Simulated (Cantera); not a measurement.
**Equilibrium for abatement and gas-phase synthesis: H2O + SO2 + N2**

Input: 1 mol H2O, 0.11 mol SO2, 3.9 mol N2, at 2375 K.

Equilibrium computed with Cantera from the NASA thermochemical tables; the gas is ideal and each condensed phase is pure. Candidate condensed phases: H2O, H2SO4, S; 35 gas species. The ideal-gas law is rough above about 30 bar. Rates play no part.

From 0.0750 Torr to 225000 Torr nothing is condensed.

| P (Pa) | x N2 | x H | x H2O | x O | x H2 | x OH | x O2 | x SO2 |
|---|---|---|---|---|---|---|---|---|
| 10 | 0.590 | 0.219 | 0.0102 | 0.101 | 0.0240 | 0.0166 | 0.0179 | 0.00422 |
| 84 | 0.674 | 0.103 | 0.0637 | 0.0400 | 0.0451 | 0.0260 | 0.0235 | 0.0114 |
| 710 | 0.733 | 0.0322 | 0.126 | 0.0114 | 0.0371 | 0.0194 | 0.0159 | 0.0164 |
| 6000 | 0.759 | 0.00864 | 0.163 | 0.00287 | 0.0225 | 0.0111 | 0.00858 | 0.0192 |
| 50000 | 0.769 | 0.00222 | 0.181 | 0.000699 | 0.0124 | 0.00579 | 0.00425 | 0.0205 |
| 420000 | 0.774 | 0.000555 | 0.190 | 0.000166 | 0.00651 | 0.00289 | 0.00201 | 0.0212 |
| 3600000 | 0.776 | 0.000137 | 0.195 | 3.82e-5 | 0.00338 | 0.00140 | 0.000913 | 0.0216 |
| 30000000 | 0.777 | 3.44e-5 | 0.197 | 8.79e-6 | 0.00178 | 0.000677 | 0.000404 | 0.0217 |
x: gas mole fraction; nothing condenses.
